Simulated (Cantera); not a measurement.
Cantera run:

```python
import numpy as np
import cantera as ct

gas_names = """
    C CH CH2 CH3 CH2OH CH3O CH4 CH3OH CO COS CO2 COOH CS CS2 C2 C2H CHCO,ketyl C2H2,acetylene
    C2H2,vinylidene CH2CO,ketene C2H3,vinyl CH3CO,acetyl C2H4 C2H4O,ethylen CH3CHO,ethanal CH3COOH
    (HCOOH)2 C2H5 C2H6 CH3OCH3 C2H5OH C2O C3 C3H3,propargyl C3H4,allene C3H4,propyne C3H4,cyclo-
    C3H5,allyl C3H6,propylene C3H6,cyclo- C3H6O C3H7,n-propyl C3H7,i-propyl C3H8 C3H8O,1propanol
    C3H8O,2propanol C3O2 C4 C4H2 C4H4,1,3-cyclo- C4H6,butadiene C4H6,2-butyne C4H6,cyclo- C4H8,1-butene
    C4H8,cis2-buten C4H8,tr2-butene C4H8,isobutene C4H8,cyclo- (CH3COOH)2 C4H9,n-butyl C4H9,i-butyl
    C4H9,s-butyl C4H9,t-butyl C4H10,isobutane C4H10,n-butane C5 C5H6,1,3cyclo- C5H8,cyclo-
    C5H10,1-pentene C5H10,cyclo- C5H11,pentyl C5H11,t-pentyl C5H12,n-pentane C5H12,i-pentane
    CH3C(CH3)2CH3 C6H2 C6H5,phenyl C6H5O,phenoxy C6H6 C6H5OH,phenol C6H10,cyclo- C6H12,1-hexene
    C6H12,cyclo- C6H13,n-hexyl C7H7,benzyl C7H8 C7H8O,cresol C7H14,1-heptene C7H15,n-heptyl
    C7H16,n-heptane C8H8,styrene C8H10,ethylbenz C8H16,1-octene C8H17,n-octyl C8H18,isooctane
    C8H18,n-octane C9H19,n-nonyl C10H8,naphthale C10H21,n-decyl C12H9,o-bipheny C12H10,bipheny Fe FeC5O5
    FeO Fe(OH)2 H HCO HO2 H2 HCHO,formaldehy HCOOH H2O H2O2 H2S H2SO4 O OH O2 O3 S SH SO SO2 SO3 S2 S2O
    S8
""".split()
cond_names = """
    C(gr) C6H6(L) C7H8(L) C8H18(L),n-octa Fe(a) Fe(c) Fe(d) Fe(L) FeC5O5(L) FeO(s) FeO(L) Fe(OH)2(s)
    Fe(OH)3(s) FeS(a) FeS(b) FeS(c) FeS(L) FeSO4(s) FeS2(s) Fe2O3(s) Fe2S3O12(s) Fe3O4(s) H2O(s) H2O(L)
    H2SO4(L) S(cr1) S(cr2) S(L)
""".split()


def load(file, names, dense=False):
    # The tables refer to 1 bar. Condensed volumes are neglected.
    table = {s.name: s for s in ct.Species.list_from_file(file)}
    out = []
    for n in names:
        d = dict(table[n].input_data)
        d["thermo"] = dict(d["thermo"], **{"reference-pressure": 1e5})
        if dense:
            d["equation-of-state"] = {"model": "constant-volume", "density": "1e6 g/cm^3"}
        out.append(ct.Species.from_dict(d))
    return out


gas = ct.Solution(thermo="ideal-gas", species=load("nasa_gas.yaml", gas_names))
cond = {s.name: ct.Solution(thermo="fixed-stoichiometry", species=[s], name=s.name)
        for s in load("nasa_condensed.yaml", cond_names, dense=True)}
atoms = {
    'Fe': {'Fe': 1},
    'H2S': {'H': 2, 'S': 1},
    'CO': {'C': 1, 'O': 1},
}
top_T = {'C(gr)': 4500, 'FeSO4(s)': 950, 'FeS2(s)': 1010, 'Fe2O3(s)': 1830, 'Fe2S3O12(s)': 1100, 'Fe3O4(s)': 1870}  # K; cautious upper limits of use, not melting points


def equilibrate(T, P, feed):
    n = {}
    for name, mol in feed.items():
        for a, k in atoms[name].items():
            n[a] = n.get(a, 0.0) + k * mol
    gas.TPX = T, P, n
    mass = sum(n.values()) * gas.mean_molecular_weight
    gas.equilibrate("TP")
    valid = [c for c in cond.values() if c.min_temp <= T <= top_T.get(c.name, c.max_temp)]
    mix = ct.Mixture([(gas, mass / gas.mean_molecular_weight)] + [(c, 0.0) for c in valid])
    mix.T, mix.P = T, P
    mix.equilibrate("TP", solver="vcs", rtol=1e-11, max_steps=5000)
    return mix


results = []
feed = {'Fe': 1, 'H2S': 0.0012, 'CO': 2.8}  # mol
P = 3100  # Pa
for T in [1075, 1150, 1225, 1300, 1375, 1450, 1525, 1600, 1675, 1750, 1825, 1900]:
    mix = equilibrate(T, P, feed)
    results.append((T, P, feed, dict(zip(mix.species_names, mix.species_moles))))

top = {s: max(r[3][s] / sum(r[3][g] for g in gas_names) for r in results) for s in gas_names}
cols = sorted((s for s in top if top[s] > 1e-05), key=lambda s: -top[s])[:8]
seen = [c for c in cond_names if any(r[3].get(c, 0) > 1e-12 for r in results)]
print("log10 of partial pressures in bar; condensed amounts in mol")
print(f"{'T/K':>10s}" + "".join(f"{s[:9]:>10s}" for s in cols + seen))
for T, P, feed, n in results:
    ng = sum(n[g] for g in gas_names)
    print(f"{T:10.4g}" + "".join(f"{np.log10(max(n[s] / ng * P / 1e5, 1e-99)):10.3f}" for s in cols)
          + "".join(f"{n.get(c, 0):10.4g}" for c in seen))
```

It prints:

```
log10 of partial pressures in bar; condensed amounts in mol
       T/K        CO       CO2        Fe        H2       COS        S2         S       CS2     C(gr)     Fe(a)     Fe(c)     Fe(d)     Fe(L)    FeS(c)
      1075    -1.511    -3.888   -12.346    -4.878    -5.727    -9.042   -11.894    -8.189   0.01165     0.999         0         0         0  0.001028
      1150    -1.509    -4.423   -11.066    -4.878    -5.510    -8.042   -10.708    -7.220  0.003406    0.9991         0         0         0 0.0009047
      1225    -1.509    -4.891    -9.948    -4.879    -5.319    -7.164    -9.667    -6.370  0.001121         0    0.9993         0         0 0.0006699
      1300    -1.509    -5.304    -8.962    -4.880    -5.150    -6.388    -8.747    -5.619 0.0002247         0         1         0         0 3.457e-05
      1375    -1.509    -5.523    -8.086    -4.880    -5.225    -6.152    -8.154    -5.552         0         0         1         0         0         0
      1450    -1.509    -5.554    -7.302    -4.881    -5.271    -5.897    -7.600    -5.613         0         0         1         0         0         0
      1525    -1.509    -5.591    -6.597    -4.882    -5.334    -5.713    -7.123    -5.702         0         0         1         0         0         0
      1600    -1.509    -5.626    -5.960    -4.884    -5.412    -5.589    -6.712    -5.823         0         0    0.9999         0         0         0
      1675    -1.509    -5.651    -5.382    -4.888    -5.500    -5.512    -6.356    -5.976         0         0         0    0.9996         0         0
      1750    -1.509    -5.665    -4.856    -4.896    -5.597    -5.475    -6.047    -6.157         0         0         0    0.9987         0         0
      1825    -1.510    -5.670    -4.378    -4.910    -5.702    -5.474    -5.780    -6.363         0         0         0         0    0.9962         0
      1900    -1.511    -5.674    -3.953    -4.932    -5.819    -5.511    -5.552    -6.591         0         0         0         0    0.9899         0
```

Equilibrium computed with Cantera from the NASA thermochemical tables; the gas is ideal and each condensed phase is pure. Metal and sulfide melt together well below either melting point, which pure phases cannot show. Mutual solubility and eutectic melting of coexisting phases are not modelled. FeS: taken at fixed stoichiometry. Condensed phases not in the tables: cementite and carbon dissolved in iron. Gases not in the tables: S3 to S7.
